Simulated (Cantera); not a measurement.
A Cantera script and what it prints.

```python
import numpy as np
import cantera as ct

gas_names = """
    O O2 O3 S SO SO2 SO3 S2 S2O S8
""".split()
cond_names = """
    S(cr1) S(cr2) S(L)
""".split()


# ... load() reads the species with a 1 bar reference pressure and builds the phases ...
atoms = {
    'S': {'S': 1},
    'O2': {'O': 2},
}
top_T = {}  # K; cautious upper limits of use, not melting points


# ... equilibrate(T, P, feed) seeds the gas with the atoms and calls Mixture.equilibrate('TP', solver="vcs", rtol=1e-11, max_steps=5000) ...
results = []
feed = {'S': 1, 'O2': 0.38}  # mol
P = 500  # Pa
for T in [2675, 2750, 2825, 2900, 2975, 3050, 3125, 3200, 3275, 3350]:
    mix = equilibrate(T, P, feed)
    results.append((T, P, feed, dict(zip(mix.species_names, mix.species_moles))))

top = {s: max(r[3][s] / sum(r[3][g] for g in gas_names) for r in results) for s in gas_names}
cols = sorted((s for s in top if top[s] > 0.0001), key=lambda s: -top[s])[:6]
seen = [c for c in cond_names if any(r[3].get(c, 0) > 1e-12 for r in results)]
print("log10 of partial pressures in bar; condensed amounts in mol")
print(f"{'T/K':>10s}" + "".join(f"{s[:9]:>10s}" for s in cols + seen))
for T, P, feed, n in results:
    ng = sum(n[g] for g in gas_names)
    print(f"{T:10.4g}" + "".join(f"{np.log10(max(n[s] / ng * P / 1e5, 1e-99)):10.3f}" for s in cols)
          + "".join(f"{n.get(c, 0):10.4g}" for c in seen))
```

It prints:

```
log10 of partial pressures in bar; condensed amounts in mol
       T/K         S        SO         O       SO2        S2        O2
      2675    -2.811    -2.655    -3.806    -3.129    -3.502    -4.634
      2750    -2.770    -2.667    -3.573    -3.206    -3.654    -4.443
      2825    -2.736    -2.693    -3.365    -3.306    -3.805    -4.284
      2900    -2.704    -2.738    -3.186    -3.439    -3.950    -4.173
      2975    -2.673    -2.806    -3.041    -3.615    -4.088    -4.116
      3050    -2.644    -2.896    -2.930    -3.834    -4.219    -4.113
      3125    -2.619    -3.009    -2.847    -4.094    -4.349    -4.160
      3200    -2.599    -3.140    -2.789    -4.386    -4.481    -4.245
      3275    -2.583    -3.285    -2.749    -4.700    -4.614    -4.356
      3350    -2.572    -3.438    -2.722    -5.026    -4.748    -4.486
```

Equilibrium computed with Cantera from the NASA thermochemical tables; the gas is ideal and each condensed phase is pure.
